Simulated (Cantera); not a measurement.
# Hydrocarbon pyrolysis for carbon deposition

An isothermal, constant-pressure homogeneous reactor starts with 7.69 % C2H4, 92.3 % H2, at 1025 K and 2600 Pa.

Detailed kinetics in Cantera: GRI-Mech 3.0 (53 species, 325 reactions). GRI-Mech 3.0 was tuned for natural gas; its chemistry of ethylene as a main component is partial and can be far from experiment. GRI-Mech 3.0 stops at C3 and has no aromatics, soot or wall deposition, so with more carbon than oxygen in the feed, carbon stays in small species such as C2H2 where larger ones or solid carbon would form. Radical loss at walls, strong at low pressure, is not modelled.

| t (s) | x C2H4 | x H2 | x CH4 | x C2H6 | x CH3 | x C2H2 |
|---|---|---|---|---|---|---|
| 2.00e-5 | 0.0769 | 0.923 | <1e-12 | <1e-12 | <1e-12 | 1.76e-11 |
| 6.32e-5 | 0.0769 | 0.923 | <1e-12 | <1e-12 | <1e-12 | 5.55e-11 |
| 0.000200 | 0.0769 | 0.923 | <1e-12 | <1e-12 | <1e-12 | 1.76e-10 |
| 0.000632 | 0.0769 | 0.923 | <1e-12 | <1e-12 | <1e-12 | 5.55e-10 |
| 0.00200 | 0.0769 | 0.923 | <1e-12 | 1.11e-12 | <1e-12 | 1.76e-9 |
| 0.00632 | 0.0769 | 0.923 | <1e-12 | 1.09e-11 | <1e-12 | 5.56e-9 |
| 0.0200 | 0.0769 | 0.923 | <1e-12 | 1.08e-10 | <1e-12 | 1.76e-8 |
| 0.0632 | 0.0769 | 0.923 | <1e-12 | 1.08e-9 | <1e-12 | 5.57e-8 |
| 0.200 | 0.0769 | 0.923 | 1.43e-12 | 1.07e-8 | <1e-12 | 1.77e-7 |
| 0.632 | 0.0769 | 0.923 | 4.58e-11 | 1.10e-7 | <1e-12 | 5.74e-7 |
| 2.00 | 0.0769 | 0.923 | 1.74e-9 | 1.37e-6 | <1e-12 | 1.99e-6 |
| 6.32 | 0.0768 | 0.923 | 6.63e-7 | 7.86e-5 | 2.36e-10 | 1.95e-5 |
| 20.0 | 0.0726 | 0.922 | 0.00126 | 0.00267 | 6.60e-8 | 0.00121 |
x: mole fraction; the columns are a selection and need not sum to one.

Equilibrium at this temperature and pressure: C2H4 0.000190, H2 0.834, CH4 0.166, C2H6 7.24e-6, CH3 8.69e-8, C2H2 2.96e-5 (gas phase only).
